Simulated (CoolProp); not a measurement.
Computed with CoolProp (reference Helmholtz-energy equation of state, Thol 2015).

**Question.** For octamethylcyclotetrasiloxane (D4), give the phase and the density (kg/m³), isothermal compressibility (1/MPa), expansivity (1/kK), fugacity coefficient at 564.7 K and 584 kPa; 578.5 K and 584 kPa; 620 K and 584 kPa.

**Answer.** 
- 564.7 K and 584 kPa: gas; density 46.6, isothermal compressibility 2.26, expansivity 4.12, fugacity coefficient 0.827
- 578.5 K and 584 kPa: gas; density 44.2, isothermal compressibility 2.17, expansivity 3.63, fugacity coefficient 0.842
- 620 K and 584 kPa: gas; density 38.8, isothermal compressibility 2.00, expansivity 2.75, fugacity coefficient 0.880
